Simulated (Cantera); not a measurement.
A perfectly stirred reactor is fed with NO : N2 = 1 : 3.8 (molar parts), at 233 Torr; it is held at 1950 K, and followed from long to short residence time.

Computed with Cantera and GRI-Mech 3.0 (53 species, 325 reactions).

Task: What does this change do: N2 3.8 to 0.48 parts?

Result: 
| quantity | before | after |
|---|---|---|
| x(NO) at τ = 1.00 s | 0.179 | 0.477 |
| x(N2O) at τ = 1.00 s | 1.38e-5 | 9.07e-5 |
| x(N2) at τ = 1.00 s | 0.806 | 0.423 |
| x(NO2) at τ = 1.00 s | 5.28e-5 | 0.000346 |
| x(O) at τ = 1.00 s | 0.000110 | 0.000271 |
| x(NO) at τ = 19.0 ms | 0.208 | 0.671 |
| x(N2O) at τ = 19.0 ms | 1.77e-5 | 0.000179 |
| x(N2) at τ = 19.0 ms | 0.792 | 0.327 |
| x(NO2) at τ = 19.0 ms | 2.40e-5 | 0.000151 |
| x(O) at τ = 19.0 ms | 4.64e-5 | 9.80e-5 |

Task: What does this change do: 0.32 parts H2O added?

Result: 
```
quantity                 before     after
---------------------  --------  --------
x(NO) at τ = 1.00 s       0.179     0.163
x(N2O) at τ = 1.00 s    1.38e-5   7.51e-6
x(N2) at τ = 1.00 s       0.806     0.758
x(NO2) at τ = 1.00 s    5.28e-5   4.68e-5
x(O) at τ = 1.00 s     0.000110  0.000105
x(NO) at τ = 19.0 ms      0.208     0.194
x(N2O) at τ = 19.0 ms   1.77e-5   1.04e-5
x(N2) at τ = 19.0 ms      0.792     0.742
x(NO2) at τ = 19.0 ms   2.40e-5   1.31e-5
x(O) at τ = 19.0 ms     4.64e-5   1.92e-5
```
